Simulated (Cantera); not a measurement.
An adiabatic, constant-pressure homogeneous reactor starts with CH4 : C2H6 : C3H8 : O2 : N2 = 1 : 0.033 : 0.34 : 3.82 : 29.4 (molar parts), equivalence ratio 1.00, at 1075 K and 16500 Torr. Integrator tolerance rtol = 1e-08.

Model: GRI-Mech 3.0 (53 species, 325 reactions), integrated in Cantera. GRI-Mech 3.0 was tuned for natural gas; its chemistry of propane as a main component is partial and can be far from experiment. The pressure lies above the range GRI-Mech 3.0 was tuned for (to about 10 atm).

What does this change do: initial temperature 1075 to 1300 K?


| quantity | before | after |
|---|---|---|
| time of steepest temperature rise | 9.62 ms | 0.366 ms |
| temperature at 2.00 s | 2216 K | 2392 K |
| equilibrium temperature | 2216 K | 2392 K |
| x(CH4) at 2.00 s | <1e-12 (gas-phase equilibrium <1e-12) | <1e-12 (gas-phase equilibrium <1e-12) |
| x(C2H6) at 2.00 s | <1e-12 (gas-phase equilibrium <1e-12) | <1e-12 (gas-phase equilibrium <1e-12) |
| x(C3H8) at 2.00 s | <1e-12 (gas-phase equilibrium <1e-12) | <1e-12 (gas-phase equilibrium <1e-12) |
| x(H2) at 2.00 s | 0.000793 (gas-phase equilibrium 0.000793) | 0.00155 (gas-phase equilibrium 0.00155) |
| x(NO2) at 2.00 s | 4.15e-7 (gas-phase equilibrium 4.15e-7) | 9.21e-7 (gas-phase equilibrium 9.21e-7) |
| x(H2O) at 2.00 s | 0.0977 (gas-phase equilibrium 0.0977) | 0.0962 (gas-phase equilibrium 0.0962) |

What does this change do: C2H6 0.033 to 0.084 parts?


```csv
quantity,before,after
time of steepest temperature rise,9.62 ms,5.71 ms
temperature at 2.00 s,2216 K,2215 K
equilibrium temperature,2216 K,2215 K
x(CH4) at 2.00 s,<1e-12 (gas-phase equilibrium <1e-12),<1e-12 (gas-phase equilibrium <1e-12)
x(C2H6) at 2.00 s,<1e-12 (gas-phase equilibrium <1e-12),<1e-12 (gas-phase equilibrium <1e-12)
x(C3H8) at 2.00 s,<1e-12 (gas-phase equilibrium <1e-12),<1e-12 (gas-phase equilibrium <1e-12)
x(H2) at 2.00 s,0.000793 (gas-phase equilibrium 0.000793),0.00270 (gas-phase equilibrium 0.00270)
x(NO2) at 2.00 s,4.15e-7 (gas-phase equilibrium 4.15e-7),3.71e-8 (gas-phase equilibrium 3.71e-8)
x(H2O) at 2.00 s,0.0977 (gas-phase equilibrium 0.0977),0.0997 (gas-phase equilibrium 0.0997)
```

What does this change do: CH4 1 to 0.42 parts?


| quantity | before | after |
|---|---|---|
| time of steepest temperature rise | 9.62 ms | 7.86 ms |
| temperature at 2.00 s | 2216 K | 1926 K |
| equilibrium temperature | 2216 K | 1925 K |
| x(CH4) at 2.00 s | <1e-12 (gas-phase equilibrium <1e-12) | <1e-12 (gas-phase equilibrium <1e-12) |
| x(C2H6) at 2.00 s | <1e-12 (gas-phase equilibrium <1e-12) | <1e-12 (gas-phase equilibrium <1e-12) |
| x(C3H8) at 2.00 s | <1e-12 (gas-phase equilibrium <1e-12) | <1e-12 (gas-phase equilibrium <1e-12) |
| x(H2) at 2.00 s | 0.000793 (gas-phase equilibrium 0.000793) | 1.28e-5 (gas-phase equilibrium 1.27e-5) |
| x(NO2) at 2.00 s | 4.15e-7 (gas-phase equilibrium 4.15e-7) | 6.72e-6 (gas-phase equilibrium 9.21e-6) |
| x(H2O) at 2.00 s | 0.0977 (gas-phase equilibrium 0.0977) | 0.0667 (gas-phase equilibrium 0.0667) |
